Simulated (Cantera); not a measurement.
A closed system holds: 1 mol B₂H₆, 5.8 mol H₂O, 0.12 mol N₂, held at 1875 K and 0.490 bar.

These are equilibrium values from Cantera (NASA tables, ideal gas, pure condensed phases), not measurements of a reactor. Candidate condensed phases: B, BN, B₂O₃, B₃O₃H₃, H₂O; 39 gas species. The feed counts by its element totals alone. Equilibrium is a limit: real reactors are often held back by kinetics, nucleation or transport.

Base state: H₂ 0.602, H₂O 0.196, HBO₂ 0.173, B₂O₃ 0.0130, N₂ 0.0121, HBO 0.00186, H 0.000727, (HBO₂)₃ 7.28e-5 (mole fractions); condensed: gas only.

Q: What changes in the equilibrium state with this change: temperature from 1875 K to 775 K?

A: 
```tsv
species	before	after
H₂	0.602	0.677
H₂O	0.196	0.297
N₂	0.0121	0.0135
HBO₂	0.173	4.28e-8
B₂O₃	0.0130	<1e-9
(HBO₂)₃	7.28e-5	0.0126
HBO	0.00186	<1e-9
H	0.000727	<1e-9
BO	3.69e-5	<1e-9
BO₂	1.98e-5	<1e-9
B₂O₃(l), mol	0	0.832
```
Gases not in the tables: H₃BO₃.

Q: What changes in the equilibrium state with this change: pressure from 0.490 bar to 0.000270 bar?

A: 
```
species    before     after
-------  --------  --------
H₂          0.602     0.578
H₂O         0.196     0.193
HBO₂        0.173     0.169
H        0.000727    0.0303
B₂O₃       0.0130    0.0125
N₂         0.0121    0.0119
(HBO₂)₃   7.28e-5     <1e-9
O         1.69e-8   3.14e-5
OH        1.85e-5  0.000791
```

Q: What changes in the equilibrium state with this change: temperature from 1875 K to 1250 K?

A: 
| species | before | after |
|---|---|---|
| H₂ | 0.602 | 0.673 |
| H₂O | 0.196 | 0.311 |
| N₂ | 0.0121 | 0.0134 |
| HBO₂ | 0.173 | 0.00131 |
| B₂O₃ | 0.0130 | 9.00e-8 |
| BO | 3.69e-5 | <1e-9 |
| BO₂ | 1.98e-5 | <1e-9 |
| B₂O₂ | 1.91e-5 | <1e-9 |
| HBO | 0.00186 | 2.39e-7 |
| B₂O₃(l), mol | 0 | 0.978 |
Gases not in the tables: H₃BO₃.
